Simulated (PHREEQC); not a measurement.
Consider water at 60 °C with 38 mmol/kgw MgSO4, 0.72 mmol/kgw Na2B4O7 and 0.024 mmol/kgw H4SiO4. Closed to the air; pH follows from the charge balance.

The numbers come from PHREEQC with the Pitzer model, pitzer.dat.

This is a speciation only: nothing precipitates in the calculation.

### Question
Estimate the pH, specific conductance, osmotic coefficient.

### Answer
pH 8.79; specific conductance 12400 µS/cm; osmotic coefficient 0.646.

### Question
In which forms is Si present?

### Answer
H4SiO4 73 %, H3SiO4- 27 % of the Si.

Complexes and solids missing from the database can't appear. Constants without temperature data keep their 25 °C values here.
